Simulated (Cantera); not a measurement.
A freely propagating, adiabatic, planar premixed flame of 9.86 % CH₄, 0.375 % C₂H₆, 17.6 % O₂, 65.9 % N₂, 6.31 % CO₂, equivalence ratio 1.2, unburnt at 623 K and 100000 Pa; mixture-averaged transport, grid criteria slope 0.08 and curve 0.16, no radiation.

Computed with Cantera and GRI-Mech 3.0 (53 species, 325 reactions). Burning velocities carry a grid error of a few per cent, more on coarse grids.

**Question.** Predict: laminar burning velocity; thermal thickness; peak x(H₂O₂); peak x(CH₃); peak x(O).

**Answer.** 
```json
{
  "laminar_burning_velocity": "89.7 cm/s",
  "thermal_thickness": "0.416 mm",
  "peak x(H₂O₂)": "1.42e-5",
  "peak x(CH₃)": "0.00312",
  "peak x(O)": "0.00195"
}
```
